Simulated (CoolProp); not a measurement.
Vapour-liquid equilibrium of R152A (1) + isobutene (2) at 11.8 bar; x and y are mole fractions of (1).

Values from CoolProp's multi-fluid Helmholtz-energy mixture model, Outcalt 1996 and Lemmon 2005; pair parameters Bell 2016.

```csv
x,"bubble temperature, mixture model (°C)","bubble temperature, Raoult's law (°C)","y, mixture model","y, Raoult's law"
0.05,73.3,76.2,0.122,0.092
0.125,67.4,73.3,0.264,0.215
0.2,63.0,70.6,0.368,0.324
0.275,59.7,68.1,0.450,0.421
0.35,57.2,65.7,0.516,0.508
0.425,55.2,63.5,0.572,0.587
0.5,53.6,61.4,0.623,0.658
0.575,52.3,59.5,0.671,0.722
0.65,51.3,57.6,0.718,0.781
0.725,50.5,55.9,0.767,0.835
0.8,50.0,54.2,0.820,0.885
0.875,49.8,52.6,0.878,0.931
0.95,49.8,51.1,0.947,0.973
```

The largest gap from Raoult's law is -8.5 K in bubble temperature, at x = 0.35. y crosses x between x = 0.875 and 0.95: the model has an azeotrope there.

The pair parameters rest on a limited set of measurements; away from them the model extrapolates.
